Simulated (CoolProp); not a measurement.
Computed with CoolProp (reference Helmholtz-energy equation of state, Lemmon 2006). It is a short technical equation, of lower accuracy than the large ones.

Q: For C3F8 (R218), give the phase and the isothermal compressibility (1/MPa), conductivity (mW/(m K)) at 233.1 K and 6.08 MPa.

A: 
- 233.1 K and 6.08 MPa: liquid; isothermal compressibility 0.00238, conductivity 65.7

Thermal conductivity comes from a separate model (Huber 2003), an estimate that may be off by 10 % or more.
